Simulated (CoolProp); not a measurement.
The fluid at 293.15 K and 0.187 MPa expands adiabatically to 0.0289 MPa with isentropic efficiency 0.9. The same conditions are run with several fluids, on thermodynamics alone (safety and materials aside).

The numbers come from the reference Helmholtz-energy equation of state of each fluid (R142b: Lemmon 2006; R143a: Lemmon and Jacobsen 2000; R410A: Lemmon 2003; dimethyl ether: Wu 2011; chlorine: Thol 2021) in CoolProp. Blends and air are pseudo-pure fits.

```tsv
fluid	work (kJ/kg)	final temperature (K)	final phase	final density (kg/m³)
R142b	35.6	242.8	gas	1.46
R143a	42.9	240.6	gas	[?]
R410A	[?]	[?]	gas	[?]
dimethyl ether	[?]	232.2	gas	0.699
chlorine	[?]	[?]	two-phase, vapour fraction 0.962	[?]
```

Some entries are withheld; supply them.


- R143a, final density (kg/m³): 1.23
- R410A, work (kJ/kg): 48.1
- R410A, final temperature (K): 226.0
- R410A, final density (kg/m³): 1.13
- dimethyl ether, work (kJ/kg): 76.5
- chlorine, work (kJ/kg): 46.2
- chlorine, final temperature (K): 214.1
- chlorine, final density (kg/m³): 1.21
